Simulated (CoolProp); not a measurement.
Saturation properties of ethylene.

The numbers come from the reference Helmholtz-energy equation of state, Smukala 2000 in CoolProp.

```json
[
 {"T (K)": "202.8", "p (MPa)": "0.5100", "liquid density (kg/m³)": "516.6", "enthalpy of vaporisation (kJ/kg)": "427.2", "liquid cp (kJ/(kg K))": "2.547", "surface tension (mN/m)": "…"},
 {"T (K)": "208", "p (MPa)": "0.6239", "liquid density (kg/m³)": "507.9", "enthalpy of vaporisation (kJ/kg)": "417.0", "liquid cp (kJ/(kg K))": "2.584", "surface tension (mN/m)": "10.0"},
 {"T (K)": "213.2", "p (MPa)": "0.7554", "liquid density (kg/m³)": "498.9", "enthalpy of vaporisation (kJ/kg)": "…", "liquid cp (kJ/(kg K))": "2.629", "surface tension (mN/m)": "9.20"},
 {"T (K)": "218.4", "p (MPa)": "0.9061", "liquid density (kg/m³)": "489.6", "enthalpy of vaporisation (kJ/kg)": "394.7", "liquid cp (kJ/(kg K))": "2.682", "surface tension (mN/m)": "8.39"},
 {"T (K)": "223.6", "p (MPa)": "1.078", "liquid density (kg/m³)": "479.9", "enthalpy of vaporisation (kJ/kg)": "382.5", "liquid cp (kJ/(kg K))": "2.745", "surface tension (mN/m)": "7.60"},
 {"T (K)": "228.8", "p (MPa)": "1.272", "liquid density (kg/m³)": "…", "enthalpy of vaporisation (kJ/kg)": "369.5", "liquid cp (kJ/(kg K))": "2.820", "surface tension (mN/m)": "6.82"},
 {"T (K)": "234", "p (MPa)": "1.489", "liquid density (kg/m³)": "…", "enthalpy of vaporisation (kJ/kg)": "355.4", "liquid cp (kJ/(kg K))": "2.911", "surface tension (mN/m)": "…"},
 {"T (K)": "239.2", "p (MPa)": "1.733", "liquid density (kg/m³)": "447.9", "enthalpy of vaporisation (kJ/kg)": "…", "liquid cp (kJ/(kg K))": "3.023", "surface tension (mN/m)": "5.30"}
]
```

### Question
Some entries are withheld; supply them.

### Answer

- 202.8, surface tension (mN/m): 10.8
- 213.2, enthalpy of vaporisation (kJ/kg): 406.2
- 228.8, liquid density (kg/m³): 469.8
- 234, liquid density (kg/m³): 459.1
- 234, surface tension (mN/m): 6.05
- 239.2, enthalpy of vaporisation (kJ/kg): 340.3

It boils at 169.4 K under 1 atm.

Surface tension comes from a separate correlation (Mulero 2012).
